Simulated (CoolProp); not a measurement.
Saturated liquid density (kg/m³) of dimethyl carbonate: the reference equation beside estimates from Tc = 557.0 K, pc = 4909 kPa, ω = 0.346. Rackett uses Z = 0.29056 − 0.08775 ω.

Model: reference Helmholtz-energy equation of state, Zhou 2011, in CoolProp.

| T (K) | reference | Rackett | van der Waals | Soave-Redlich-Kwong | Peng-Robinson |
|---|---|---|---|---|---|
| 320.2 | 1034 | 1053 | 598.4 | 919.2 | 1036 |
| 334.6 | 1014 | 1034 | 588.2 | 903.9 | 1020 |
| 349 | 994.2 | 1014 | 577.7 | 887.5 | 1002 |
| 363.4 | 973.8 | 992.9 | 566.6 | 870.1 | 983.2 |
| 377.8 | 952.9 | 971.6 | 555.1 | 851.4 | 962.9 |
| 392.2 | 931.5 | 949.4 | 543.0 | 831.4 | 941.1 |
| 406.6 | 909.4 | 926.4 | 530.3 | 809.9 | 917.5 |
| 421 | 886.4 | 902.4 | 516.9 | 786.6 | 891.8 |
| 435.4 | 862.5 | 877.2 | 502.7 | 761.4 | 863.8 |
| 449.8 | 837.4 | 850.6 | 487.6 | 733.9 | 833.0 |
| 464.2 | 810.9 | 822.2 | 471.3 | 703.8 | 799.0 |
| 478.6 | 782.3 | 791.6 | 453.6 | 670.5 | 761.0 |
| 493 | 751.1 | 758.0 | 434.2 | 633.2 | 718.2 |
| 507.4 | 715.8 | 720.4 | 412.4 | 590.8 | 669.0 |

Absolute difference from the reference over all 14 rows, mean and median: Rackett 1.6 and 1.8 %, van der Waals 41.9 and 41.8 %, Soave-Redlich-Kwong 12.3 and 11.2 %, Peng-Robinson 1.6 and 0.9 %.
